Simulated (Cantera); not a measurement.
What does this Cantera script print?

```python
import numpy as np
import cantera as ct

gas_names = """
    B BCL BCLF BCL2 BCL3 BF BF2 BF3 BH BHF2 BH2 BH3 BO BOCL BOF BOF2 BO2 B2 B2O B2O2 B2O3 B3O3CL3 B3O3F3
    B3O3H3 CL CLF CLF3 CLO CL2 F FO FO2 F2 F2O H HBO HBO2 HCL HF HOCL HOF HO2 H2 H2F2 H2O H2O2 H3B3O6
    H3F3 H4F4 H5F5 H6F6 H7F7 O OH O2 O3
""".split()
cond_names = """
    B(b) B(L) B2O3(L) B3O3H3(cr) H2O(s) H2O(L)
""".split()


def load(file, names, dense=False):
    # The tables refer to 1 bar. Condensed volumes are neglected.
    table = {s.name: s for s in ct.Species.list_from_file(file)}
    out = []
    for n in names:
        d = dict(table[n].input_data)
        d["thermo"] = dict(d["thermo"], **{"reference-pressure": 1e5})
        if dense:
            d["equation-of-state"] = {"model": "constant-volume", "density": "1e6 g/cm^3"}
        out.append(ct.Species.from_dict(d))
    return out


gas = ct.Solution(thermo="ideal-gas", species=load("nasa_gas.yaml", gas_names))
cond = {s.name: ct.Solution(thermo="fixed-stoichiometry", species=[s], name=s.name)
        for s in load("nasa_condensed.yaml", cond_names, dense=True)}
atoms = {
    'B2O3': {'B': 2, 'O': 3},
    'HCl': {'H': 1, 'CL': 1},
    'HF': {'H': 1, 'F': 1},
}
top_T = {}  # K; cautious upper limits of use, not melting points


def equilibrate(T, P, feed):
    n = {}
    for name, mol in feed.items():
        for a, k in atoms[name].items():
            n[a] = n.get(a, 0.0) + k * mol
    gas.TPX = T, P, n
    mass = sum(n.values()) * gas.mean_molecular_weight
    gas.equilibrate("TP")
    valid = [c for c in cond.values() if c.min_temp <= T <= top_T.get(c.name, c.max_temp)]
    mix = ct.Mixture([(gas, mass / gas.mean_molecular_weight)] + [(c, 0.0) for c in valid])
    mix.T, mix.P = T, P
    mix.equilibrate("TP", solver="vcs", rtol=1e-11, max_steps=5000)
    return mix


results = []
P = 310  # Pa
for T in [750, 800, 850, 900, 950, 1000, 1050, 1100, 1150, 1200, 1250, 1300, 1350]:
    for m in [1.3, 2.1, 3.3, 5.1, 7.9, 12, 19, 30, 46]:
        feed = {'B2O3': 1, 'HCl': m, 'HF': 3.2}  # mol
        mix = equilibrate(T, P, feed)
        results.append((T, P, feed, dict(zip(mix.species_names, mix.species_moles))))

for T, P, feed, n in results:
    print(f"{T:7g} {feed['HCl']:10.4g}  " + (" + ".join(c for c in cond_names if n.get(c, 0) > 1e-12) or "gas only"))
```

Output:

```
    750        1.3  B2O3(L)
    750        2.1  B2O3(L)
    750        3.3  B2O3(L)
    750        5.1  B2O3(L)
    750        7.9  B2O3(L)
    750         12  B2O3(L)
    750         19  B2O3(L)
    750         30  B2O3(L)
    750         46  B2O3(L)
    800        1.3  B2O3(L)
    800        2.1  B2O3(L)
    800        3.3  B2O3(L)
    800        5.1  B2O3(L)
    800        7.9  B2O3(L)
    800         12  B2O3(L)
    800         19  B2O3(L)
    800         30  B2O3(L)
    800         46  B2O3(L)
    850        1.3  B2O3(L)
    850        2.1  B2O3(L)
    850        3.3  B2O3(L)
    850        5.1  B2O3(L)
    850        7.9  B2O3(L)
    850         12  B2O3(L)
    850         19  B2O3(L)
    850         30  B2O3(L)
    850         46  B2O3(L)
    900        1.3  B2O3(L)
    900        2.1  B2O3(L)
    900        3.3  B2O3(L)
    900        5.1  B2O3(L)
    900        7.9  B2O3(L)
    900         12  B2O3(L)
    900         19  B2O3(L)
    900         30  B2O3(L)
    900         46  B2O3(L)
    950        1.3  B2O3(L)
    950        2.1  B2O3(L)
    950        3.3  B2O3(L)
    950        5.1  B2O3(L)
    950        7.9  B2O3(L)
    950         12  B2O3(L)
    950         19  B2O3(L)
    950         30  B2O3(L)
    950         46  B2O3(L)
   1000        1.3  B2O3(L)
   1000        2.1  B2O3(L)
   1000        3.3  B2O3(L)
   1000        5.1  B2O3(L)
   1000        7.9  B2O3(L)
   1000         12  B2O3(L)
   1000         19  B2O3(L)
   1000         30  B2O3(L)
   1000         46  B2O3(L)
   1050        1.3  B2O3(L)
   1050        2.1  B2O3(L)
   1050        3.3  B2O3(L)
   1050        5.1  B2O3(L)
   1050        7.9  B2O3(L)
   1050         12  B2O3(L)
   1050         19  B2O3(L)
   1050         30  B2O3(L)
   1050         46  B2O3(L)
   1100        1.3  B2O3(L)
   1100        2.1  B2O3(L)
   1100        3.3  B2O3(L)
   1100        5.1  B2O3(L)
   1100        7.9  B2O3(L)
   1100         12  B2O3(L)
   1100         19  B2O3(L)
   1100         30  B2O3(L)
   1100         46  B2O3(L)
   1150        1.3  B2O3(L)
   1150        2.1  B2O3(L)
   1150        3.3  B2O3(L)
   1150        5.1  B2O3(L)
   1150        7.9  B2O3(L)
   1150         12  B2O3(L)
   1150         19  B2O3(L)
   1150         30  B2O3(L)
   1150         46  B2O3(L)
   1200        1.3  B2O3(L)
   1200        2.1  B2O3(L)
   1200        3.3  B2O3(L)
   1200        5.1  B2O3(L)
   1200        7.9  B2O3(L)
   1200         12  B2O3(L)
   1200         19  B2O3(L)
   1200         30  B2O3(L)
   1200         46  B2O3(L)
   1250        1.3  B2O3(L)
   1250        2.1  B2O3(L)
   1250        3.3  B2O3(L)
   1250        5.1  B2O3(L)
   1250        7.9  B2O3(L)
   1250         12  B2O3(L)
   1250         19  B2O3(L)
   1250         30  B2O3(L)
   1250         46  B2O3(L)
   1300        1.3  B2O3(L)
   1300        2.1  B2O3(L)
   1300        3.3  B2O3(L)
   1300        5.1  B2O3(L)
   1300        7.9  B2O3(L)
   1300         12  B2O3(L)
   1300         19  B2O3(L)
   1300         30  gas only
   1300         46  gas only
   1350        1.3  B2O3(L)
   1350        2.1  B2O3(L)
   1350        3.3  B2O3(L)
   1350        5.1  B2O3(L)
   1350        7.9  gas only
   1350         12  gas only
   1350         19  gas only
   1350         30  gas only
   1350         46  gas only
```

Equilibrium computed with Cantera from the NASA thermochemical tables; the gas is ideal and each condensed phase is pure. The tables' values for BCl2, BF2 are old estimates.
